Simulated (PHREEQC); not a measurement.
**Hard or scaling water (model solution)**

Make-up at 60 °C: 0.047 mmol/kgw Ca(HCO3)2, 95 mmol/kgw Na2SO4 and 0.098 mmol/kgw MgSO4. Closed to the air; pH follows from the charge balance.

Computed with PHREEQC (ion-association model, wateq4f.dat).

No solid was allowed to form.

Question: Estimate the pH, ionic strength.

Answer: pH 7.37; ionic strength 0.246 mol/kgw.

Question: In which forms is Mg present?

Answer: MgSO4 74 %, Mg+2 26 % of the Mg.

Constants without temperature data keep their 25 °C values here.
